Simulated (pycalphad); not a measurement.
Computed with pycalphad from the COST 507 light-alloy database (1999), at 1 atm. These are 1990s assessments: newer ones move some temperatures and phases. Amounts are mole fractions of atoms.

Question: Give the equilibrium state of Al-17.42Si (wt.%) at 775 K.

Answer: fcc, fraction 0.838, with 0.81 Si wt.%; diamond (Si), fraction 0.162, with >99.99 Si wt.%.

Question: Give the equilibrium state of Al-17.42Si (wt.%) at 925 K.

Answer: 
```
T = 925.00 K, P = 101325 Pa, N = 1 mol of atoms
G = -36960 J/mol, H = 33041 J/mol, S = 75.68 J/(mol K)  (SER reference)
chemical potentials (J/mol): Al -38996, Si -26908
phase             fraction      x(Al)      x(Si)
LIQUID              0.9999     0.8316     0.1684
DIAMOND_A4          0.0001   2.68e-06     1.0000
```

DIAMOND_A4 is diamond (Si).
